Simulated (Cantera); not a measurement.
Cantera with NASA thermochemical tables; ideal gases at 1 bar, condensed phases pure. Values are per mole of reaction as written; species without (g) are pure solids or liquids, kept so even where they would boil at 1 bar.

3 TiCl4(g) + 3 TiO(g) → Ti2O3 + 4 TiCl3, with ΔH° = -2281.3 kJ and ΔS° = -1128.0 J/K at 300 K.

**Question.** How far is the shortcut ΔG° ≈ ΔH°(300 K) − T·ΔS°(300 K) from the full temperature-dependent value at 523, 598, 673, 748, 823, 898, 973 K?

**Answer.** 
```json
[
 {"T (K)": "523", "shortcut (kJ)": "-1691.4", "full (kJ)": "-1698.7", "difference (kJ)": "7.3", "difference in log10 K": "-0.73"},
 {"T (K)": "598", "shortcut (kJ)": "-1606.8", "full (kJ)": "-1619.5", "difference (kJ)": "12.8", "difference in log10 K": "-1.11"},
 {"T (K)": "673", "shortcut (kJ)": "-1522.2", "full (kJ)": "-1541.5", "difference (kJ)": "19.3", "difference in log10 K": "-1.50"},
 {"T (K)": "748", "shortcut (kJ)": "-1437.6", "full (kJ)": "-1464.5", "difference (kJ)": "26.9", "difference in log10 K": "-1.88"},
 {"T (K)": "823", "shortcut (kJ)": "-1353.0", "full (kJ)": "-1388.5", "difference (kJ)": "35.5", "difference in log10 K": "-2.25"},
 {"T (K)": "898", "shortcut (kJ)": "-1268.4", "full (kJ)": "-1313.4", "difference (kJ)": "45.0", "difference in log10 K": "-2.62"},
 {"T (K)": "973", "shortcut (kJ)": "-1183.8", "full (kJ)": "-1239.1", "difference (kJ)": "55.3", "difference in log10 K": "-2.97"}
]
```
The shortcut ignores the heat-capacity change of the reaction.
